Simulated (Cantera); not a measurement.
**Transport properties of process gases**

Gas mixture: NO = 0.14 (molar parts), at 10.00 Torr, frozen composition.

Cantera's kinetic-theory transport with the Lennard-Jones parameters of GRI-Mech 3.0, ideal gas; thermal conductivity in the multicomponent form. The composition is frozen, though it would react at the higher temperatures.

```json
[
 {"T (K)": "400", "ρ (kg/m³)": "0.0120", "cp (J/kg/K)": "998.6", "μ (µPa s)": "23.1", "λ (mW/m/K)": "32.5", "Pr": "0.711", "D (cm²/s) NO": "5070", "D (cm²/s) CH3": "28.2", "D (cm²/s) CH4": "28.0"},
 {"T (K)": "550", "ρ (kg/m³)": "0.00875", "cp (J/kg/K)": "1028", "μ (µPa s)": "28.9", "λ (mW/m/K)": "41.9", "Pr": "0.709", "D (cm²/s) NO": "8900", "D (cm²/s) CH3": "48.9", "D (cm²/s) CH4": "48.6"},
 {"T (K)": "700", "ρ (kg/m³)": "0.00687", "cp (J/kg/K)": "1067", "μ (µPa s)": "34.0", "λ (mW/m/K)": "51.2", "Pr": "0.708", "D (cm²/s) NO": "13500", "D (cm²/s) CH3": "73.7", "D (cm²/s) CH4": "73.3"},
 {"T (K)": "850", "ρ (kg/m³)": "0.00566", "cp (J/kg/K)": "1104", "μ (µPa s)": "38.6", "λ (mW/m/K)": "60.2", "Pr": "0.708", "D (cm²/s) NO": "18800", "D (cm²/s) CH3": "102", "D (cm²/s) CH4": "102"},
 {"T (K)": "1000", "ρ (kg/m³)": "0.00481", "cp (J/kg/K)": "1133", "μ (µPa s)": "42.9", "λ (mW/m/K)": "68.8", "Pr": "0.707", "D (cm²/s) NO": "24800", "D (cm²/s) CH3": "134", "D (cm²/s) CH4": "134"},
 {"T (K)": "1150", "ρ (kg/m³)": "0.00418", "cp (J/kg/K)": "1153", "μ (µPa s)": "47.0", "λ (mW/m/K)": "76.7", "Pr": "0.707", "D (cm²/s) NO": "31300", "D (cm²/s) CH3": "170", "D (cm²/s) CH4": "169"},
 {"T (K)": "1300", "ρ (kg/m³)": "0.00370", "cp (J/kg/K)": "1171", "μ (µPa s)": "50.9", "λ (mW/m/K)": "84.4", "Pr": "0.707", "D (cm²/s) NO": "38500", "D (cm²/s) CH3": "208", "D (cm²/s) CH4": "207"}
]
```
D: mixture-averaged diffusion coefficient of that species in the mixture.
